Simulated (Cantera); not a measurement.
Charge: 1 mol PbO, 0.23 mol H2, equilibrated at 128 Torr.

These are equilibrium values from Cantera (NASA tables, ideal gas, pure condensed phases), not measurements of a reactor. Candidate condensed phases: H2O, Pb, PbO, PbO2, Pb3O4; 12 gas species. Each liquid is taken as pure. Mutual solubility and eutectic melting of coexisting phases are not modelled. Gases not in the tables: (PbO)n polymers. Equilibrium is a limit: real reactors are often held back by kinetics, nucleation or transport.

x: gas mole fraction; n: condensed amount in mol.

```tsv
T (°C)	x H2O	x Pb	x PbO	x H2	x Pb2	n Pb(s)	n PbO(red)	n Pb(l)	n PbO(yellow)	n PbO(l)
300	1.000	4.90e-12	<1e-12	1.42e-5	<1e-12	0.230	0.770	0	0	0
375	1.000	4.94e-10	<1e-12	2.60e-5	<1e-12	0	0.770	0.230	0	0
450	1.000	1.82e-8	4.56e-12	4.17e-5	<1e-12	0	0.770	0.230	0	0
525	1.000	3.37e-7	3.71e-10	6.25e-5	<1e-12	0	0	0.230	0.770	0
600	1.000	(withheld)	(withheld)	(withheld)	(withheld)	0	0	0.230	0.770	0
675	1.000	2.82e-5	2.88e-7	0.000121	3.90e-11	0	0	0.230	0.770	0
750	1.000	0.000157	3.78e-6	0.000160	6.91e-10	0	0	0.230	0.770	0
825	0.999	0.000687	3.45e-5	0.000205	8.17e-9	0	0	0.230	0.770	0
900	0.997	0.00248	0.000227	0.000265	6.97e-8	0	0	0.229	0	0.770
975	0.991	0.00765	0.00103	0.000380	4.56e-7	0	0	0.228	0	0.770
1050	0.975	(withheld)	(withheld)	(withheld)	(withheld)	0	0	0.225	0	0.769
1125	0.936	0.0501	0.0128	0.000682	1.04e-5	0	0	0.218	0	0.767
```

### Question
Fill in the missing entries.

### Answer

- 600, x Pb: 3.74e-6
- 600, x PbO: 1.39e-8
- 600, x H2: 8.89e-5
- 600, x Pb2: 1.32e-12
- 1050, x Pb: 0.0207
- 1050, x PbO: 0.00393
- 1050, x H2: 0.000522
- 1050, x Pb2: 2.39e-6
